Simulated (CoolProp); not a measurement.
Model: reference Helmholtz-energy equation of state, Guder 2009, in CoolProp.

Question: Give the vapour pressure (bar), liquid density (kg/m³), vapour density (kg/m³) of saturated sulfur hexafluoride at -13.85 °C.

Answer: 
```tsv
T (°C)	p (bar)	liquid density (kg/m³)	vapour density (kg/m³)
-13.85	8.37	1650	68.6
```
